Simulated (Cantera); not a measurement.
Mixture: CO : H₂ : CH₄ : O₂ : N₂ = 1 : 0.6 : 0.71 : 3.42 : 19.1 (molar parts), equivalence ratio 0.65, at 0.987 atm, adiabatic and at constant pressure. Ignition delay is the time to a rise of 400 K.

Cantera simulation using GRI-Mech 3.0 (53 species, 325 reactions); the numbers are that mechanism's predictions, not measurements.

### Question
What does this change do: pressure from 0.987 atm to 4.93 atm?

### Answer
| quantity | before | after |
|---|---|---|
| delay at 1048 K | 4.72 ms | 3.64 ms |
| delay at 1123 K | 2.08 ms | 0.965 ms |
| delay at 1198 K | 1.04 ms | 0.397 ms |
| delay at 1273 K | 0.574 ms | 0.201 ms |
| delay at 1348 K | 0.344 ms | 0.112 ms |
| delay at 1423 K | 0.222 ms | 67.4 µs |
| apparent activation energy between 1273 and 1423 K | 95 kJ/mol | 110 kJ/mol |

### Question
What does this change do: CH4 0.71 to 1.1 parts?

### Answer
```json
[
 {"quantity": "delay at 1048 K", "before": "4.72 ms", "after": "10.4 ms"},
 {"quantity": "delay at 1123 K", "before": "2.08 ms", "after": "4.95 ms"},
 {"quantity": "delay at 1198 K", "before": "1.04 ms", "after": "2.50 ms"},
 {"quantity": "delay at 1273 K", "before": "0.574 ms", "after": "1.32 ms"},
 {"quantity": "delay at 1348 K", "before": "0.344 ms", "after": "0.739 ms"},
 {"quantity": "delay at 1423 K", "before": "0.222 ms", "after": "0.438 ms"},
 {"quantity": "apparent activation energy between 1273 and 1423 K", "before": "95 kJ/mol", "after": "110 kJ/mol"}
]
```
